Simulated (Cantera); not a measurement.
A perfectly stirred reactor is fed with CH4 : N2 = 1 : 32 (molar parts), at 21.8 Torr; it is held at 1573 K, and followed from long to short residence time.

Cantera simulation using GRI-Mech 3.0 (53 species, 325 reactions); the numbers are that mechanism's predictions, not measurements. GRI-Mech 3.0 stops at C3 and has no aromatics, soot or wall deposition, so with more carbon than oxygen in the feed, carbon stays in small species such as C2H2 where larger ones or solid carbon would form. Radical loss at walls, strong at low pressure, is not modelled.

x: mole fraction; the columns are a selection and need not sum to one.

```tsv
τ (s)	x CH4	x C2H	x HCN	x CH2	x CH3	x H2
2.1	0.0139	1.48e-8	4.10e-7	9.28e-8	0.000180	0.0235
0.68	0.0206	7.79e-9	9.06e-8	1.10e-7	0.000244	0.0134
0.22	0.0267	2.04e-9	8.57e-9	9.23e-8	0.000258	0.00445
0.070	0.0298	1.14e-10	1.21e-10	2.83e-8	0.000146	0.000445
0.022	0.0302	2.93e-12	2.49e-12	3.67e-9	5.02e-5	3.79e-5
0.0072	0.0303	<1e-12	<1e-12	4.47e-10	1.66e-5	8.76e-6
0.0023	0.0303	<1e-12	<1e-12	5.51e-11	___	___
0.00074	0.0303	<1e-12	<1e-12	7.82e-12	___	___
0.00024	0.0303	<1e-12	<1e-12	1.11e-12	5.13e-7	2.33e-7
```

Task: What belongs in the gaps?

Result: 
- 0.0023, x CH3: 5.30e-6
- 0.0023, x H2: 2.64e-6
- 0.00074, x CH3: 1.67e-6
- 0.00074, x H2: 8.11e-7
